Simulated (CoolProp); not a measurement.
Vapour-liquid equilibrium of dimethyl ether (1) + ethanol (2) at 0.471 MPa; x and y are mole fractions of (1).

Model: multi-fluid Helmholtz-energy mixture model, Wu 2011 and Schroeder 2014; pair parameters Bell 2016, in CoolProp.

Problem. Give the bubble temperature and the first vapour's composition at x = 0.275, 0.425, 0.575. Is there an azeotrope?

Solution. x = 0.275: 52.7 °C, y = 0.938; x = 0.425: 39.2 °C, y = 0.972; x = 0.575: 31.5 °C, y = 0.984. No azeotrope shows between x = 0.05 and 0.95.

Pair parameters are fitted to limited data, so mixtures are less certain than the pure fluids.
